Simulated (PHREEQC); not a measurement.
# Brackish or sea water: an equilibrium model

Model water analysis in mg/L, 55 °C, pH 7.19, pe -0.3:

| constituent | mg/L |
|---|---|
| Na | 21000 |
| K | 347 |
| Ca | 593 |
| Mg | 267 |
| Cl | 11300 |
| S(6) as SO4 | 1860 |
| Alkalinity as HCO3 | 173 |
| Si as SiO2 | 14.3 |
| N(-3) as NH4 | 0.754 |
| Li | 21.4 |
| Mn(2) | 6.87 |
| Fe(2) | 158 |

Valence states are taken as typed.

The numbers come from PHREEQC with the ion-association model, phreeqc.dat.

Precipitation was switched off in this run.

Q: Predict the activity of water, density.

A: activity of water 0.977; density 1.015 g/cm³.

Q: In which forms is N present?

A: NH4+ 96 %, NH3 2.6 %, NH4SO4- 1.3 % of the N.

Examples of supersaturated solids here: Siderite, Rhodochrosite. Others may be too. Ionic strength above about 0.7 mol/kgw puts this run outside the model's range. Complexes and solids missing from the database can't appear. Constants without temperature data keep their 25 °C values here.
